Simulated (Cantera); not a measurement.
Input: 1 mol SiF4, 19 mol NH3, 14 mol N2, equilibrated at 898.15 K and 21.0 Pa.

These are equilibrium values from Cantera (NASA tables, ideal gas, pure condensed phases), not measurements of a reactor. Candidate condensed phases: Si, Si3N4; 37 gas species. Rates play no part.

Base state: H2 0.538, N2 0.443, SiF4 0.0188, HF 0.000257, SiHF3 1.32e-5 (mole fractions); condensed: Si3N4(s).

Q: What changes in the equilibrium state with this change: temperature from 898.15 K to 1300 K?

A: 
```json
[
 {"species": "H2", "before": "0.538", "after": "0.535"},
 {"species": "N2", "before": "0.443", "after": "0.443"},
 {"species": "SiF4", "before": "0.0188", "after": "0.0153"},
 {"species": "HF", "before": "0.000257", "after": "0.00398"},
 {"species": "SiF2", "before": "<1e-9", "after": "0.000458"},
 {"species": "H", "before": "5.56e-9", "after": "5.58e-5"},
 {"species": "SiF3", "before": "1.56e-6", "after": "0.00287"},
 {"species": "Si3N4(s), mol", "before": "0.00107", "after": "0"}
]
```
The tables' values for SiF3, SiF2 are old estimates; treat these amounts as uncertain.
